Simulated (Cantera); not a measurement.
**Low-pressure radical oxidation in H2/O2**

An isothermal, constant-pressure homogeneous reactor starts with H₂ : O₂ = 0.043 : 2.4 (molar parts), equivalence ratio 0.0090, at 975 K and 0.0132 atm.

Model: the H2/O2 subset of GRI-Mech 3.0, which has no nitrogen chemistry, integrated in Cantera. Radical loss at walls, strong at low pressure, is not modelled.

```csv
t (s),x H₂,x O₂,x H₂O₂,x O,x HO₂
1.00e-5,0.0176,0.982,<1e-12,<1e-12,<1e-12
6.88e-5,0.0176,0.982,<1e-12,1.09e-12,5.74e-12
0.000473,0.0176,0.982,<1e-12,3.27e-11,3.99e-11
0.00325,0.0176,0.982,<1e-12,3.81e-9,3.60e-10
0.0224,0.000791,0.973,9.77e-8,0.00753,4.83e-6
0.154,1.58e-5,0.981,2.91e-8,0.000842,1.37e-6
1.06,4.18e-7,0.982,1.38e-8,2.64e-5,1.69e-7
7.27,1.36e-8,0.982,2.70e-9,1.08e-6,1.20e-8
50.0,9.26e-10,0.982,3.91e-10,8.48e-8,1.12e-9
```
x: mole fraction; the columns are a selection and need not sum to one.

Equilibrium at this temperature and pressure: H₂ 6.36e-12, O₂ 0.982, H₂O₂ 4.12e-12, O 6.23e-10, HO₂ 2.81e-10 (gas phase only).
